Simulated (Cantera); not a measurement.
# Equilibrium for oxide etching and cleaning by halides: MgO + HBr + O2

A closed system holds: 1 mol MgO, 10 mol HBr, 0.45 mol O2, held at 0.0900 Torr.

Equilibrium computed with Cantera from the NASA thermochemical tables; the gas is ideal and each condensed phase is pure. Candidate condensed phases: Br2, H2O, Mg, MgBr2, MgO, Mg(OH)2; 20 gas species. Rates play no part.

| T (°C) | log p HBr | log p Br | log p H2O | log p H2 | log p MgBr2 | log p Br2 | n MgO(s) |
|---|---|---|---|---|---|---|---|
| 752 | -4.04 | -4.86 | -4.98 | -8.79 | -6.47 | -5.49 | 0.970 |
| 802 | -4.04 | -4.77 | -4.97 | -8.26 | -6.20 | -5.78 | 0.944 |
| 852 | -4.05 | -4.73 | -4.96 | -7.70 | -5.97 | -6.12 | 0.904 |
| 902 | -4.06 | -4.71 | -4.93 | -7.15 | -5.77 | -6.47 | 0.847 |
| 952 | -4.07 | -4.70 | -4.91 | -6.65 | -5.60 | -6.80 | 0.774 |
| 1002 | -4.09 | -4.68 | -4.88 | -6.20 | -5.47 | -7.10 | 0.688 |
| 1052 | -4.11 | -4.65 | -4.85 | -5.84 | -5.36 | -7.34 | 0.596 |
| 1102 | -4.14 | -4.60 | -4.82 | -5.55 | -5.28 | -7.53 | 0.507 |
| 1152 | -4.18 | -4.55 | -4.81 | -5.34 | -5.22 | -7.69 | 0.429 |
| 1202 | -4.23 | -4.49 | -4.80 | -5.17 | -5.18 | -7.82 | 0.366 |
| 1252 | -4.29 | -4.44 | -4.80 | -5.04 | -5.16 | -7.94 | 0.324 |
log p: log10 of the partial pressure in bar; n: condensed amount in mol.

From 752 °C to 1252 °C the condensed part is MgO(s). The main Mg-bearing gas is MgBr2 throughout. The share of Mg in condensed phases is highest at 752 °C (97.0 %) and lowest at 1252 °C (32.4 %).
